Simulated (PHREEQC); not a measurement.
Synthetic water in mg/kgw, 20 °C, pH 6.84, pe 2.6:

| constituent | mg/kgw |
|---|---|
| Na | 1530 |
| K | 17.2 |
| Ca | 107 |
| Mg | 185 |
| Cl | 2220 |
| S(6) as SO4 | 851 |
| Alkalinity as HCO3 | 509 |
| Li | 0.116 |
| Si as SiO2 | 59.9 |
| Zn | 4.4 |
| Br | 1.08 |

Valence states are taken as typed.

All values are PHREEQC results (ion-association model, phreeqc.dat), not measurements.

Task: The ionic strength comes out as 0.0985 mol/kgw. What activity coefficients do K+, Zn+2, Ca+2, MgHCO3+, Cl- get?

Result: K+ 0.77, Zn+2 0.38, Ca+2 0.40, MgHCO3+ 0.77, Cl- 0.77.

This is a speciation only: nothing precipitates in the calculation. Examples of supersaturated solids here: Quartz (slow to form), Chalcedony (slow to form). Others may be too. Species that the database lacks are ignored. The database's zinc carbonate complexes are estimates, stronger than later reviews accept.
